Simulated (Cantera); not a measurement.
Input: 1 mol Al(CH3)3, 46 mol N2O, 130 mol N2, held at 0.00620 bar.

Cantera equilibrium calculation (NASA polynomials, part measured and part estimated; ideal gas, pure solids and liquids). Candidate condensed phases: Al, AlN, Al2O3, C, C6H6, C7H8, C8H18, H2O; 148 gas species. The feed counts by its element totals alone. Equilibrium is a limit: real reactors are often held back by kinetics, nucleation or transport. All values below are at 1675 °C.

Base state: N2 0.874, O2 0.0816, H2O 0.0211, CO2 0.0144, NO 0.00434, OH 0.00204, O 0.00161, CO 0.000542 (mole fractions); condensed: Al2O3(s).

Problem. What changes in the equilibrium state with this change: Al(CH3)3 replaced by AlCl3?

Solution. 
| species | before | after |
|---|---|---|
| N2 | 0.874 | 0.871 |
| O2 | 0.0816 | 0.107 |
| Cl | 0 | 0.0149 |
| H2O | 0.0211 | 0 |
| CO2 | 0.0144 | 0 |
| OH | 0.00204 | 0 |
| CO | 0.000542 | 0 |
| H | 0.000193 | 0 |
| H2 | 0.000181 | 0 |
| Al2O3(s), mol | 0.500 | 0.500 |
Further candidate phases: AlCl3.
